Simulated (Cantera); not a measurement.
A freely propagating, adiabatic, planar premixed flame of 21.3 % H2, 15.0 % O2, 56.3 % N2, 7.44 % H2O, unburnt at 525 K and 0.632 atm; mixture-averaged transport, grid criteria slope 0.08 and curve 0.16, no radiation.

Detailed kinetics in Cantera: the H2/O2 subset of GRI-Mech 3.0, which has no nitrogen chemistry. Burning velocities carry a grid error of a few per cent, more on coarse grids.

**Question.** Predict: laminar burning velocity; thermal thickness; peak x(HO2); peak x(OH); peak x(H).

**Answer.** 
```
Property                    Result
------------------------  --------
laminar burning velocity  334 cm/s
thermal thickness         0.687 mm
peak x(HO2)               0.000324
peak x(OH)                  0.0118
peak x(H)                   0.0232
```
